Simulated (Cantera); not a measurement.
Feed: 1 mol NH3, 0.24 mol SO2, 13 mol H2, at 1798 K.

These are equilibrium values from Cantera (NASA tables, ideal gas, pure condensed phases), not measurements of a reactor. Candidate condensed phases: H2O, H2SO4, S; 35 gas species. The ideal-gas law is rough above about 30 bar. Rates play no part.

log p: log10 of the partial pressure in bar; nothing condenses.

```csv
P (Pa),log p H2,log p N2,log p H,log p H2O,log p H2S,log p S2,log p S
10,-4.05,-5.49,-5.48,-5.52,-7.24,-6.45,(withheld)
52,-3.32,-4.77,-5.12,-4.79,-6.11,-5.64,(withheld)
280,-2.59,-4.03,-4.75,-4.06,-5.01,-4.92,(withheld)
1400,-1.89,-3.33,-4.40,-3.35,-4.03,-4.35,(withheld)
7600,-1.16,-2.60,-4.03,-2.62,-3.08,-3.92,(withheld)
40000,-0.43,-1.88,-3.67,-1.89,-2.25,-3.71,-4.99
210000,0.29,-1.16,-3.31,-1.17,-1.49,-3.63,-4.95
1100000,1.00,-0.44,-2.95,-0.45,-0.76,-3.61,-4.94
5700000,1.72,0.28,-2.59,0.26,-0.04,-3.60,-4.93
30000000,2.44,0.99,-2.23,0.98,0.68,-3.59,-4.93
```

Q: What belongs in the gaps?

A: 
- 10, log p S: -6.36
- 52, log p S: -5.96
- 280, log p S: -5.60
- 1400, log p S: -5.31
- 7600, log p S: -5.10
